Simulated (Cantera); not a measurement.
Input (Python, Cantera):

```python
import numpy as np
import cantera as ct

gas = ct.Solution("gri30.yaml")
gas.TPX = 1250, 101325, {'CH4': 1, 'C2H6': 0.08, 'C3H8': 0.097, 'O2': 1.2, 'N2': 4.69, 'CO2': 0.98}
reactor = ct.IdealGasConstPressureReactor(gas, energy="on", clone=False)
net = ct.ReactorNet([reactor])
net.rtol, net.atol = 1e-08, 1e-16
show = ['CH4', 'C2H6', 'C3H8', 'O2', 'CH3']
times = np.geomspace(1e-06, 0.6, 16)

steps = ct.SolutionArray(gas, extra=["t"])
rows = []
print(f"{'t/s':>10s}{'T/K':>9s}{'P/Pa':>11s}" + "".join(f"{s:>11s}" for s in show))
for t in times:
    while net.time < t:
        t_next = net.step()
        steps.append(gas.state, t=t_next)
    rows.append([np.interp(t, steps.t, y) for y in (steps.T, steps.P, *steps(*show).X.T)])
    print(f"{t:10.3e}{rows[-1][0]:9.1f}{rows[-1][1]:11.4g}" + "".join(f"{x:11.3e}" for x in rows[-1][2:]))
rate = np.gradient(steps.T, steps.t)
print("integrator steps:", len(steps.t))
if steps.T.max() > steps.T[0] + 200:
    print(f"time of steepest temperature rise: {steps.t[rate.argmax()]:.4e} s")
gas.TPX = 1250, 101325, {'CH4': 1, 'C2H6': 0.08, 'C3H8': 0.097, 'O2': 1.2, 'N2': 4.69, 'CO2': 0.98}
gas.equilibrate("HP")
print(f"equilibrium (HP): T = {gas.T:.1f} K  " + "  ".join(f"{s} {gas[s].X[0]:.3e}" for s in show))
```

Output:

```
       t/s      T/K       P/Pa        CH4       C2H6       C3H8         O2        CH3
 1.000e-06   1250.0  1.013e+05  1.243e-01  9.942e-03  1.205e-02  1.491e-01  3.308e-07
 2.428e-06   1250.0  1.013e+05  1.243e-01  9.941e-03  1.205e-02  1.491e-01  8.394e-07
 5.894e-06   1250.0  1.013e+05  1.243e-01  9.941e-03  1.205e-02  1.491e-01  2.195e-06
 1.431e-05   1250.0  1.013e+05  1.243e-01  9.941e-03  1.205e-02  1.491e-01  5.675e-06
 3.474e-05   1249.9  1.013e+05  1.243e-01  9.939e-03  1.204e-02  1.491e-01  1.420e-05
 8.434e-05   1249.8  1.013e+05  1.243e-01  9.932e-03  1.202e-02  1.491e-01  3.501e-05
 2.048e-04   1249.8  1.013e+05  1.242e-01  9.908e-03  1.195e-02  1.490e-01  7.522e-05
 4.971e-04   1250.3  1.013e+05  1.240e-01  9.855e-03  1.172e-02  1.487e-01  9.202e-05
 1.207e-03   1252.6  1.013e+05  1.233e-01  9.705e-03  1.109e-02  1.478e-01  9.909e-05
 2.930e-03   1267.3  1.013e+05  1.199e-01  8.980e-03  8.869e-03  1.435e-01  1.407e-04
 7.114e-03   2016.5  1.013e+05  2.345e-03  6.130e-07  7.055e-11  1.669e-07  2.628e-04
 1.727e-02   1995.3  1.013e+05  9.989e-04  8.406e-08  3.334e-12  1.030e-07  8.663e-05
 4.193e-02   1986.5  1.013e+05  8.052e-05  4.986e-10  1.537e-15  8.539e-08  6.345e-06
 1.018e-01   1985.7  1.013e+05  1.094e-08  1.240e-16  1.122e-24  9.403e-08  9.026e-10
 2.471e-01   1985.8  1.013e+05  1.285e-10  1.946e-21  7.102e-32  9.423e-08  1.067e-11
 6.000e-01   1985.9  1.013e+05  1.253e-10  1.862e-21  6.716e-32  9.435e-08  1.041e-11
integrator steps: 2057
time of steepest temperature rise: 4.8175e-03 s
equilibrium (HP): T = 1986.0 K  CH4 1.394e-10  C2H6 2.232e-21  C3H8 8.339e-32  O2 9.449e-08  CH3 1.158e-11
```

Detailed kinetics in Cantera: GRI-Mech 3.0 (53 species, 325 reactions).
